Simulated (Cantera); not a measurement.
## Ignition delay

Mixture: 12.3 % CH4, 19.8 % O2, 67.9 % N2, equivalence ratio 1.2, at 2900000 Pa, adiabatic and at constant volume. Ignition delay is the time to a rise of 400 K.

Detailed kinetics in Cantera: GRI-Mech 3.0 (53 species, 325 reactions). The pressure lies above the range GRI-Mech 3.0 was tuned for (to about 10 atm).

```json
[
 {"T0 (K)": "1023", "delay (ms)": "17.6"},
 {"T0 (K)": "1098", "delay (ms)": "5.36"},
 {"T0 (K)": "1173", "delay (ms)": "1.94"},
 {"T0 (K)": "1248", "delay (ms)": "0.792"},
 {"T0 (K)": "1323", "delay (ms)": "0.352"},
 {"T0 (K)": "1398", "delay (ms)": "0.166"},
 {"T0 (K)": "1473", "delay (ms)": "0.0825"}
]
```

```
Quantity                                                 Value
--------------------------------------------------  ----------
apparent activation energy between 1323 and 1473 K  160 kJ/mol
```
